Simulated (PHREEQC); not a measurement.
Consider water at 25 °C with 7.5e-05 mol/kgw Ca(HCO3)2, 0.003 mol/kgw Na2HPO4 and 3.9e-05 mol/kgw MgSO4. Closed to the air; pH follows from the charge balance.

The numbers come from PHREEQC with the ion-association model, phreeqc.dat.

No solid was allowed to form.

Task: Estimate the pH, ionic strength.

Result: pH 8.77; ionic strength 0.00898 mol/kgw.

Task: In which forms is S present?

Result: SO4-2 98 %, NaSO4- 2.0 % of the S.

The solution is supersaturated, for example in Hydroxyapatite, so a real one may precipitate; this is no full list.
